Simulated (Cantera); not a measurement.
An adiabatic, constant-volume homogeneous reactor starts with CH4 : C2H6 : O2 : N2 = 1 : 0.042 : 0.976 : 3.67 (molar parts), at 1325 K and 540000 Pa. Integrator tolerance rtol = 1e-08.

Model: GRI-Mech 3.0 (53 species, 325 reactions), integrated in Cantera.

**Question.** What does this change do: initial temperature 1325 to 1375 K?

**Answer.** 
| quantity | before | after |
|---|---|---|
| time of steepest temperature rise | 1.17 ms | 0.694 ms |
| temperature at 4.00 s | 2586 K | 2626 K |
| equilibrium temperature | 2586 K | 2626 K |
| x(CH4) at 4.00 s | 3.47e-9 (gas-phase equilibrium 3.90e-9) | 2.84e-9 (gas-phase equilibrium 3.18e-9) |
| x(C2H6) at 4.00 s | <1e-12 (gas-phase equilibrium <1e-12) | <1e-12 (gas-phase equilibrium <1e-12) |
| x(O2) at 4.00 s | 2.10e-6 (gas-phase equilibrium 2.10e-6) | 3.10e-6 (gas-phase equilibrium 3.10e-6) |
| x(H) at 4.00 s | 0.00449 (gas-phase equilibrium 0.00449) | 0.00534 (gas-phase equilibrium 0.00534) |
| x(CH2CO) at 4.00 s | 7.44e-12 (gas-phase equilibrium 8.29e-12) | 6.79e-12 (gas-phase equilibrium 7.56e-12) |
| x(C2H) at 4.00 s | <1e-12 (gas-phase equilibrium <1e-12) | <1e-12 (gas-phase equilibrium <1e-12) |
